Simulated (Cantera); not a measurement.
## Reactions in the system N-Nb-O

Cantera with NASA thermochemical tables; ideal gases at 1 bar, condensed phases pure. Values are per mole of reaction as written; species without (g) are pure solids or liquids, kept so even where they would boil at 1 bar.

NO₂(g) + 2 NbO₂ = Nb₂O₅ + NO(g)

| T (K) | ΔH° (kJ) | ΔS° (J/K) | ΔG° (kJ) | log10 K |
|---|---|---|---|---|
| 300 | -252.5 | -1.0 | -252.2 | 43.92 |
| 950 | -252.8 | 1.0 | -253.7 | 13.95 |
| 1100 | -262.7 | -8.3 | -253.6 | 12.04 |
| 1250 | -265.7 | -10.9 | -252.1 | 10.53 |
| 1400 | -266.6 | -11.6 | -250.4 | 9.34 |
| 1550 | -267.3 | -12.1 | -248.6 | 8.38 |
| 1700 | -268.0 | -12.5 | -246.8 | 7.58 |
